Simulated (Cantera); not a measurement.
A Cantera script and what it prints.

```python
import numpy as np
import cantera as ct

gas_names = [...]  # 113 gases of nasa_gas.yaml made of C, H, O, Ti
cond_names = """
    C(gr) C6H6(L) C7H8(L) C8H18(L),n-octa H2O(s) H2O(L) Ti(a) Ti(b) Ti(L) TiC(s) TiC(L) TiO(a) TiO(b)
    TiO(L) TiO2(ru) TiO2(L) Ti2O3(a) Ti2O3(b) Ti2O3(L) Ti3O5(a) Ti3O5(b) Ti3O5(L) Ti4O7(s) Ti4O7(L)
""".split()


# ... load() reads the species with a 1 bar reference pressure and builds the phases ...
atoms = {
    'Ti(OiPr)4': {'Ti': 1, 'C': 12, 'H': 28, 'O': 4},
    'H2O': {'H': 2, 'O': 1},
}
top_T = {'C(gr)': 4500}  # K; cautious upper limits of use, not melting points


# ... equilibrate(T, P, feed) seeds the gas with the atoms and calls Mixture.equilibrate('TP', solver="vcs", rtol=1e-11, max_steps=5000) ...
results = []
feed = {'Ti(OiPr)4': 1, 'H2O': 1.3}  # mol
P = 100000  # Pa
for T in [1373, 1423, 1473, 1523, 1573, 1623, 1673, 1723, 1773, 1823, 1873, 1923]:
    mix = equilibrate(T, P, feed)
    results.append((T, P, feed, dict(zip(mix.species_names, mix.species_moles))))
    x = sorted(zip(gas.X, gas.species_names), reverse=True)
    print(f"T = {T:g} K  P = {P:g} Pa  gas = {mix.phase_moles(0):.4g} mol")
    print("   x: " + "  ".join(f"{s} {v:.3e}" for v, s in x if v > 1e-05))
    print("   condensed (mol): " + ("  ".join(f"{mix.phase(i).name} {mix.phase_moles(i):.4g}"
          for i in range(1, mix.n_phases) if mix.phase_moles(i) > 1e-12) or "none"))
```

Output:

```
T = 1373 K  P = 100000 Pa  gas = 18.86 mol
   x: H2 8.041e-01  CO 1.918e-01  CH4 3.256e-03  H2O 7.220e-04  CO2 8.362e-05
   condensed (mol): C(gr) 8.32  Ti3O5(b) 0.3333
T = 1423 K  P = 100000 Pa  gas = 18.88 mol
   x: H2 8.051e-01  CO 1.919e-01  CH4 2.469e-03  H2O 4.769e-04  CO2 5.016e-05
   condensed (mol): C(gr) 8.33  Ti3O5(b) 0.3333
T = 1473 K  P = 100000 Pa  gas = 18.89 mol
   x: H2 8.058e-01  CO 1.919e-01  CH4 1.906e-03  H2O 3.239e-04  CO2 3.118e-05  H 1.136e-05
   condensed (mol): C(gr) 8.337  Ti3O5(b) 0.3333
T = 1523 K  P = 100000 Pa  gas = 20.57 mol
   x: H2 7.411e-01  CO 2.573e-01  CH4 1.265e-03  H2O 2.781e-04  CO2 3.599e-05  H 1.990e-05
   condensed (mol): C(gr) 5.68  TiC(s) 1
T = 1573 K  P = 100000 Pa  gas = 20.57 mol
   x: H2 7.414e-01  CO 2.573e-01  CH4 1.008e-03  H2O 1.984e-04  H 3.501e-05  CO2 2.381e-05  C2H2,acetylene 1.531e-05
   condensed (mol): C(gr) 5.683  TiC(s) 1
T = 1623 K  P = 100000 Pa  gas = 20.58 mol
   x: H2 7.416e-01  CO 2.573e-01  CH4 8.154e-04  H2O 1.445e-04  H 5.952e-05  C2H2,acetylene 2.584e-05  CO2 1.618e-05
   condensed (mol): C(gr) 5.685  TiC(s) 1
T = 1673 K  P = 100000 Pa  gas = 20.58 mol
   x: H2 7.417e-01  CO 2.573e-01  CH4 6.679e-04  H2O 1.074e-04  H 9.808e-05  C2H2,acetylene 4.226e-05  CO2 1.126e-05
   condensed (mol): C(gr) 5.687  TiC(s) 1
T = 1723 K  P = 100000 Pa  gas = 20.59 mol
   x: H2 7.418e-01  CO 2.573e-01  CH4 5.536e-04  H 1.571e-04  H2O 8.115e-05  C2H2,acetylene 6.713e-05
   condensed (mol): C(gr) 5.688  TiC(s) 1
T = 1773 K  P = 100000 Pa  gas = 20.59 mol
   x: H2 7.418e-01  CO 2.573e-01  CH4 4.638e-04  H 2.450e-04  C2H2,acetylene 1.038e-04  H2O 6.235e-05
   condensed (mol): C(gr) 5.687  TiC(s) 1
T = 1823 K  P = 100000 Pa  gas = 20.59 mol
   x: H2 7.417e-01  CO 2.573e-01  CH4 3.925e-04  H 3.731e-04  C2H2,acetylene 1.568e-04  H2O 4.862e-05
   condensed (mol): C(gr) 5.686  TiC(s) 1
T = 1873 K  P = 100000 Pa  gas = 20.6 mol
   x: H2 7.416e-01  CO 2.573e-01  H 5.558e-04  CH4 3.352e-04  C2H2,acetylene 2.314e-04  H2O 3.843e-05
   condensed (mol): C(gr) 5.684  TiC(s) 1
T = 1923 K  P = 100000 Pa  gas = 20.6 mol
   x: H2 7.413e-01  CO 2.572e-01  H 8.111e-04  C2H2,acetylene 3.346e-04  CH4 2.887e-04  H2O 3.076e-05
   condensed (mol): C(gr) 5.681  TiC(s) 1
```

Cantera equilibrium calculation (NASA polynomials, part measured and part estimated; ideal gas, pure solids and liquids). The feed counts by its element totals alone. TiC: taken at fixed stoichiometry.
